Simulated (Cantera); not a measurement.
Input: 1 mol Si, 2.8 mol HBr, 0.43 mol N2, at 1475 °C and 0.0100 bar.

These are equilibrium values from Cantera (NASA tables, ideal gas, pure condensed phases), not measurements of a reactor. Candidate condensed phases: Br2, Si, Si3N4; 28 gas species. The tables' values for SiBr3, SiBr are old estimates; treat these amounts as uncertain. Kinetics and transport are ignored.

Base state: H2 0.322, SiBr2 0.300, HBr 0.206, N2 0.131, Br 0.0372, SiBr3 0.00181, SiBr 0.00180, H 0.00130 (mole fractions); condensed: gas only.

### Question
What changes in the equilibrium state with this change: temperature from 1475 °C to 1377 °C?

### Answer
```csv
species,before,after
H2,0.322,0.316
SiBr2,0.300,0.300
HBr,0.206,0.228
Br,0.0372,0.0221
N2,0.131,0.130
Si,0.000125,1.76e-5
SiBr4,1.00e-4,0.000375
SiBr,0.00180,0.000584
H,0.00130,0.000511
SiHBr3,2.20e-5,5.55e-5
"Si3N4(s), mol",0,0.00390
```

### Question
What changes in the equilibrium state with this change: pressure from 0.0100 bar to 0.150 bar?

### Answer
| species | before | after |
|---|---|---|
| H2 | 0.322 | 0.298 |
| HBr | 0.206 | 0.291 |
| SiBr2 | 0.300 | 0.270 |
| Br | 0.0372 | 0.0141 |
| N2 | 0.131 | 0.114 |
| Si | 0.000125 | 3.48e-6 |
| SiBr4 | 1.00e-4 | 0.00292 |
| Si3N4(s), mol | 0 | 0.0352 |

### Question
What changes in the equilibrium state with this change: temperature from 1475 °C to 1375 °C?

### Answer
```tsv
species	before	after
H2	0.322	0.316
SiBr2	0.300	0.299
HBr	0.206	0.230
Br	0.0372	0.0220
N2	0.131	0.129
Si	0.000125	1.66e-5
SiBr4	1.00e-4	0.000390
SiBr	0.00180	0.000565
Si3N4(s), mol	0	0.00482
```
